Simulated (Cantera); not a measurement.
What does this Cantera script print?

```python
import numpy as np
import cantera as ct

gas_names = """
    SiCL4 CL
""".split()
cond_names = """
    Si(cr) Si(L)
""".split()


# ... load() reads the species with a 1 bar reference pressure and builds the phases ...
species = {s.name: s for s in load("nasa_gas.yaml", gas_names) + load("nasa_condensed.yaml", cond_names)}
# Each term lists the table entries of one substance; the one whose range holds T is used.
reactions = {
    'SiCl4(g) = Si + 4 Cl(g)':
        [(-1, ['SiCL4']), (1, ['Si(cr)', 'Si(L)']), (4, ['CL'])],
}


def pick(names, T):
    return next(species[n] for n in names if species[n].thermo.min_temp <= T <= species[n].thermo.max_temp)


results = []
for label, terms in reactions.items():
    print(label)
    print("     T/K   dH/kJ  dS/(J/K)   dG/kJ   log10 K")
    for T in [823, 923, 1023, 1123, 1223]:
        used = [(nu, pick(names, T)) for nu, names in terms]
        dH = sum(nu * s.thermo.h(T) for nu, s in used) / 1e6
        dS = sum(nu * s.thermo.s(T) for nu, s in used) / 1e3
        dG = dH - T * dS / 1e3
        logK = -dG * 1e6 / (ct.gas_constant * T * np.log(10))
        results.append((label, T, dH, dS, dG, logK, [s.name for _, s in used]))
        print(f"{T:8g} {dH:8.1f} {dS:8.1f} {dG:8.1f} {logK:8.2f}")
```

Output:

```
SiCl4(g) = Si + 4 Cl(g)
     T/K   dH/kJ  dS/(J/K)   dG/kJ   log10 K
     823   1155.1    362.9    856.4   -54.36
     923   1156.1    364.1    820.1   -46.41
    1023   1157.1    365.1    783.6   -40.01
    1123   1158.0    365.9    747.1   -34.75
    1223   1158.9    366.7    710.4   -30.34
```

Source: NASA polynomial tables (part measured, part estimated), evaluated in Cantera. Condensed species are held in their standard states even where they would react or evaporate.
